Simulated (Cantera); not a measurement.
Charge: 1 mol SiF4, 0.25 mol NO, 17 mol H2, 5.4 mol H2O, equilibrated at 16.0 Pa.

Equilibrium computed with Cantera from the NASA thermochemical tables; the gas is ideal and each condensed phase is pure. Candidate condensed phases: H2O, Si, SiO2, Si2N2O, Si3N4; 58 gas species. The tables hold silica as quartz up to 1696 K and as liquid above; real silica turns to tridymite and cristobalite and melts near 1996 K. Kinetics and transport are ignored.

Over these rows the condensed part is SiO2(β-quartz). Partial pressures as log10 of bar:

```csv
T (K),1000/T (1/K),log p SiF4,log p H2,log p HF,log p H2O
1023,0.9775,-8.56,-3.96,-4.58,-4.62
1123,0.8905,-9.05,-3.96,-4.58,-4.62
1223,0.8177,?,-3.96,-4.58,-4.62
1323,0.7559,-9.81,-3.96,-4.58,-4.62
1423,0.7027,-10.12,-3.96,-4.58,-4.62
1523,0.6566,-10.38,-3.96,-4.58,-4.62
```

Fit log p(SiF4) = a + b·(1000/T) to the five rows, give the apparent enthalpy, and predict the row at 1223 K.

Means: 1000/T = 0.7966, log p = -9.584. Sxy = 0.406353, Sxx = 0.0716157, so b = 5.67 and a = -9.584 − (5.67)×0.7966 = -14.10.
Apparent enthalpy: −19.145 × (5.67) = -109 kJ/mol. With the condensed phases at unit activity, SiO2(β-quartz) + 4 HF(g) = SiF4(g) + 2 H2O(g) links this pressure to the main gases: over the six rows their terms move log p by +0.00 in all, so the slope is close to that reaction's ΔH°. The five rows lie within 0.01 of the line.
Prediction at 1223 K: -14.10 + (5.67)×0.8177 = -9.46. The computed value is -9.46, 0.00 from the line.
